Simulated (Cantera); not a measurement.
A freely propagating, adiabatic, planar premixed flame of H2 : O2 : N2 = 1 : 0.238 : 0.833 (molar parts), equivalence ratio 2.1, unburnt at 375 K and 56000 Pa; mixture-averaged transport, grid criteria slope 0.08 and curve 0.16, no radiation.

Detailed kinetics in Cantera: the H2/O2 subset of GRI-Mech 3.0, which has no nitrogen chemistry. Burning velocities carry a grid error of a few per cent, more on coarse grids.

Q: What does this change do: inlet temperature 375 to 450 K?

A: 
```csv
quantity,before,after
laminar burning velocity,419 cm/s,553 cm/s
thermal thickness,0.795 mm,0.859 mm
peak x(H),0.0902,0.0971
peak x(HO2),0.000299,0.000248
peak x(H2O2),4.96e-5,2.25e-5
```
